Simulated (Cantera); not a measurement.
A freely propagating, adiabatic, planar premixed flame of C3H8 : O2 : N2 = 1 : 3.85 : 14.5 (molar parts), equivalence ratio 1.3, unburnt at 423 K and 5.00 bar; mixture-averaged transport, grid criteria slope 0.08 and curve 0.16, no radiation.

Computed with Cantera and GRI-Mech 3.0 (53 species, 325 reactions). GRI-Mech 3.0 was tuned for natural gas; its chemistry of propane as a main component is partial and can be far from experiment. Burning velocities carry a grid error of a few per cent, more on coarse grids.

Question: What does this change do: inlet temperature 423 to 550 K?

Answer: 
```
quantity                     before      after
------------------------  ---------  ---------
laminar burning velocity  42.7 cm/s  75.1 cm/s
thermal thickness         0.0964 mm  0.0787 mm
peak x(H2)                   0.0361     0.0370
peak x(O)                  0.000415   0.000728
peak x(CH2)                 6.48e-5    8.83e-5
peak x(C2H)                 4.50e-6    7.09e-6
```

Question: What does this change do: C3H8 1 to 0.76 parts?

Answer: 
```tsv
quantity	before	after
laminar burning velocity	42.7 cm/s	54.3 cm/s
thermal thickness	0.0964 mm	0.0859 mm
peak x(H2)	0.0361	0.0148
peak x(O)	0.000415	0.00267
peak x(CH2)	6.48e-5	4.11e-5
peak x(C2H)	4.50e-6	1.80e-6
```
